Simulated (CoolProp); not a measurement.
Model: reference Helmholtz-energy equation of state, Lemmon 2003, in CoolProp. It is a pseudo-pure fit of the blend.

Problem. For R407C, give the phase and the density (kg/m³), Joule-Thomson coefficient (K/MPa), isothermal compressibility (1/MPa), Prandtl number at 346.7 K and 8.02 MPa; 346.7 K and 8.91 MPa.

Solution. 
- 346.7 K and 8.02 MPa: liquid; density 963, Joule-Thomson coefficient 0.651, isothermal compressibility 0.0169, Prandtl number 2.47
- 346.7 K and 8.91 MPa: liquid; density 976, Joule-Thomson coefficient 0.553, isothermal compressibility 0.0148, Prandtl number 2.44

Viscosity comes from a separate model (Geller 2000). Thermal conductivity comes from a separate model (Geller 2001).
